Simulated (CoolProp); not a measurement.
Properties of R1234ze(Z) along the isobar 1920 kPa (Tc = 150.1 °C, pc = 3531 kPa, ω = 0.327).

Computed with CoolProp (reference Helmholtz-energy equation of state, Akasaka 2019).

```csv
T (°C),phase,speed of sound (m/s),isothermal compressibility (1/MPa)
78.85,liquid,438.0,0.007293
87.65,liquid,402.2,0.009047
96.45,liquid,364.9,0.01161
105.25,liquid,325.4,0.01566
114.05,liquid,281.9,0.02300
122.85,gas,125.4,0.9032
131.65,gas,133.0,0.8130
140.45,gas,139.4,0.7573
149.25,gas,144.9,0.7189
158.05,gas,149.9,0.6904
166.85,gas,154.4,0.6684
```
